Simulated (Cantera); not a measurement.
An adiabatic, constant-volume homogeneous reactor starts with H2 : O2 : N2 = 1 : 1.52 : 5.7 (molar parts), at 1575 K and 760 Torr.

Computed with Cantera and GRI-Mech 3.0 (53 species, 325 reactions).

x: mole fraction; the columns are a selection and need not sum to one.

```tsv
t (s)	T (K)	P (bar)	x H2	x O2	x N2O	x NO	x H	x H2O2
4.00e-6	1575	1.01	0.122	0.185	9.50e-12	<1e-12	1.60e-5	2.00e-8
2.01e-5	1861	1.18	0.0109	0.118	2.37e-7	1.36e-5	0.0264	7.89e-7
0.000101	2407	1.47	…	0.124	…	…	…	…
0.000504	2502	1.52	0.00166	0.127	9.73e-7	0.000723	0.000843	3.73e-7
0.00253	2497	1.52	0.00163	0.125	9.71e-7	0.00332	0.000818	3.68e-7
0.0127	2481	1.51	0.00154	0.122	9.99e-7	…	0.000744	3.50e-7
0.0635	2472	1.50	0.00149	0.120	1.04e-6	0.0159	0.000702	3.40e-7
0.318	2471	1.50	0.00149	0.120	1.04e-6	0.0159	0.000702	3.40e-7
1.60	2471	1.50	0.00149	0.120	1.04e-6	0.0159	0.000702	3.40e-7
8.00	2471	1.50	0.00149	0.120	1.04e-6	0.0159	0.000702	3.40e-7
```

### Question
What belongs in the gaps?

### Answer

- 0.000101, x H2: 0.00345
- 0.000101, x N2O: 7.32e-7
- 0.000101, x NO: 0.000134
- 0.000101, x H: 0.00274
- 0.000101, x H2O2: 2.41e-7
- 0.0127, x NO: 0.0112
